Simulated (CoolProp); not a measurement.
Vapour-liquid equilibrium of cyclopentane (1) + octamethylcyclotetrasiloxane (D4) (2) at 4.98 bar; x and y are mole fractions of (1).

The numbers come from the multi-fluid Helmholtz-energy mixture model, Gedanitz 2015 and Thol 2015; pair parameters Bell 2016 in CoolProp.

```json
[
 {"x": "0.05", "bubble temperature, mixture model (°C)": "241.1", "bubble temperature, Raoult's law (°C)": "227.3", "y, mixture model": "0.172", "y, Raoult's law": "0.393"},
 {"x": "0.2", "bubble temperature, mixture model (°C)": "208.6", "bubble temperature, Raoult's law (°C)": "182.1", "y, mixture model": "0.596", "y, Raoult's law": "0.809"},
 {"x": "0.35", "bubble temperature, mixture model (°C)": "178.5", "bubble temperature, Raoult's law (°C)": "156.3", "y, mixture model": "0.829", "y, Raoult's law": "0.922"},
 {"x": "0.5", "bubble temperature, mixture model (°C)": "154.2", "bubble temperature, Raoult's law (°C)": "139.3", "y, mixture model": "0.931", "y, Raoult's law": "0.964"},
 {"x": "0.65", "bubble temperature, mixture model (°C)": "135.5", "bubble temperature, Raoult's law (°C)": "127.0", "y, mixture model": "0.973", "y, Raoult's law": "0.983"},
 {"x": "0.8", "bubble temperature, mixture model (°C)": "121.1", "bubble temperature, Raoult's law (°C)": "117.5", "y, mixture model": "0.992", "y, Raoult's law": "0.993"},
 {"x": "0.95", "bubble temperature, mixture model (°C)": "110.4", "bubble temperature, Raoult's law (°C)": "109.9", "y, mixture model": "0.999", "y, Raoult's law": "0.999"}
]
```

The largest gap from Raoult's law is +26.5 K in bubble temperature, at x = 0.2. No azeotrope shows between x = 0.05 and 0.95.

Pair parameters are fitted to limited data, so mixtures are less certain than the pure fluids. With so large a gap from Raoult's law the liquid may split in two, which this calculation doesn't test in full.
